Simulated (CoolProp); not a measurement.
Vapour pressure (kPa) of tetrahydrofuran: the reference equation beside estimates from Tc = 267.0 °C, pc = 5304 kPa, ω = 0.234.

Model: reference Helmholtz-energy equation of state, Fiedler 2023, in CoolProp.

```json
[
 {"T (°C)": "130.75", "reference": "(withheld)", "van der Waals": "1476", "Soave-Redlich-Kwong": "571.6"},
 {"T (°C)": "141.55", "reference": "711.3", "van der Waals": "(withheld)", "Soave-Redlich-Kwong": "721.2"},
 {"T (°C)": "152.45", "reference": "884.6", "van der Waals": "1894", "Soave-Redlich-Kwong": "900.2"},
 {"T (°C)": "163.35", "reference": "1088", "van der Waals": "(withheld)", "Soave-Redlich-Kwong": "1110"},
 {"T (°C)": "174.25", "reference": "1323", "van der Waals": "2382", "Soave-Redlich-Kwong": "1355"},
 {"T (°C)": "185.15", "reference": "1595", "van der Waals": "2654", "Soave-Redlich-Kwong": "1637"},
 {"T (°C)": "195.95", "reference": "1903", "van der Waals": "2940", "Soave-Redlich-Kwong": "(withheld)"},
 {"T (°C)": "206.85", "reference": "2257", "van der Waals": "3249", "Soave-Redlich-Kwong": "2324"},
 {"T (°C)": "217.75", "reference": "2660", "van der Waals": "(withheld)", "Soave-Redlich-Kwong": "2738"},
 {"T (°C)": "228.65", "reference": "3116", "van der Waals": "3923", "Soave-Redlich-Kwong": "3204"},
 {"T (°C)": "239.55", "reference": "3634", "van der Waals": "4290", "Soave-Redlich-Kwong": "3724"},
 {"T (°C)": "250.35", "reference": "4218", "van der Waals": "(withheld)", "Soave-Redlich-Kwong": "4297"}
]
```

Task: Fill in the missing entries.

Result: 
- 130.75, reference: 566.0
- 141.55, van der Waals: 1676
- 163.35, van der Waals: 2129
- 195.95, Soave-Redlich-Kwong: 1957
- 217.75, van der Waals: 3576
- 250.35, van der Waals: 4673

Absolute difference from the reference over all 12 rows, mean and median: van der Waals 70.0 and 60.4 %, Soave-Redlich-Kwong 2.3 and 2.4 %.
